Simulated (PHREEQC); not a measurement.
A solution holds 1.3 mmol/kgw KH2PO4 and 66 mmol/kgw HF, at 25 °C. Closed to the air; pH follows from the charge balance.

The numbers come from PHREEQC with the ion-association model, phreeqc.dat.

No solid was allowed to form.

Task: What pH, ionic strength does the model give?

Result: pH 2.18; ionic strength 0.00845 mol/kgw.

Task: In which forms is P present?

Result: H2PO4- 53 %, H3PO4 47 % of the P.
